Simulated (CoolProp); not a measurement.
Properties of carbon monoxide along the isobar 4850 kPa (Tc = 132.9 K, pc = 3498 kPa, ω = 0.050).

Computed with CoolProp (reference Helmholtz-energy equation of state, Lemmon 2006). It is a short technical equation, of lower accuracy than the large ones.

```tsv
T (K)	phase	density (kg/m³)	cv (kJ/(kg K))	speed of sound (m/s)
125	liquid	574.2	0.9679	465.6
149.1	supercritical	188.0	(withheld)	218.2
173.2	supercritical	119.3	0.8094	255.4
197.3	supercritical	94.39	0.7818	282.4
221.4	supercritical	79.74	0.7691	304.8
245.5	supercritical	69.67	0.7622	324.4
269.6	supercritical	(withheld)	0.7582	(withheld)
293.7	supercritical	56.30	0.7559	358.5
317.8	supercritical	51.55	0.7548	373.7
341.9	supercritical	47.59	0.7547	388.1
366	supercritical	44.25	0.7553	401.6
390.2	supercritical	41.36	0.7567	414.6
414.3	supercritical	38.85	0.7589	427.0
```

Problem. What belongs in the gaps?

Solution. 
- 149.1, cv (kJ/(kg K)): 0.9261
- 269.6, density (kg/m³): 62.17
- 269.6, speed of sound (m/s): 342.1
